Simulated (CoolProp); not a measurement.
Vapour pressure (MPa) of hydrogen chloride: the reference equation beside estimates from Tc = 324.7 K, pc = 8.314 MPa, ω = 0.130. Clausius-Clapeyron is anchored at 182.4 K with a constant enthalpy of vaporisation of 16.40 kJ/mol.

Values from CoolProp's reference Helmholtz-energy equation of state, Thol 2018.

| T (K) | reference | Lee-Kesler | Clausius-Clapeyron | van der Waals | Redlich-Kwong | Soave-Redlich-Kwong | Peng-Robinson |
|---|---|---|---|---|---|---|---|
| 174.1 | 0.04243 | 0.03905 | 0.04311 | 0.3656 | 0.04707 | 0.03927 | 0.04126 |
| 178.2 | 0.05555 | 0.05161 | 0.05595 | 0.4232 | 0.06256 | 0.05188 | 0.05416 |
| 182.4 | 0.07219 | 0.06770 | 0.07219 | 0.4886 | 0.08235 | 0.06800 | 0.07056 |
| 186.6 | 0.09260 | 0.08760 | 0.09208 | 0.5607 | 0.1067 | 0.08791 | 0.09073 |
| 190.8 | 0.1174 | 0.1119 | 0.1162 | 0.6399 | 0.1364 | 0.1122 | 0.1152 |
| 194.9 | 0.1463 | 0.1406 | 0.1444 | 0.7242 | 0.1711 | 0.1408 | 0.1440 |
| 199.1 | 0.1815 | 0.1756 | 0.1788 | 0.8181 | 0.2132 | 0.1758 | 0.1790 |
| 203.3 | 0.2229 | 0.2171 | 0.2194 | 0.9199 | 0.2628 | 0.2172 | 0.2203 |
| 207.5 | 0.2714 | 0.2658 | 0.2670 | 1.030 | 0.3206 | 0.2658 | 0.2687 |
| 211.6 | 0.3262 | 0.3211 | 0.3210 | 1.146 | 0.3857 | 0.3210 | 0.3235 |
| 215.8 | 0.3908 | 0.3865 | 0.3849 | 1.273 | 0.4621 | 0.3862 | 0.3882 |
| 220 | 0.4647 | 0.4615 | 0.4583 | 1.409 | 0.5490 | 0.4612 | 0.4624 |
| 224.2 | 0.5487 | 0.5470 | 0.5421 | 1.554 | 0.6473 | 0.5467 | 0.5469 |
| 228.3 | 0.6414 | 0.6414 | 0.6349 | 1.705 | 0.7550 | 0.6413 | 0.6403 |

Absolute difference from the reference over all 14 rows, mean and median: Lee-Kesler 3.3 and 2.9 %, Clausius-Clapeyron 1.2 and 1.3 %, van der Waals 379.9 and 331.7 %, Redlich-Kwong 16.4 and 17.6 %, Soave-Redlich-Kwong 3.2 and 2.8 %, Peng-Robinson 1.4 and 1.3 %.
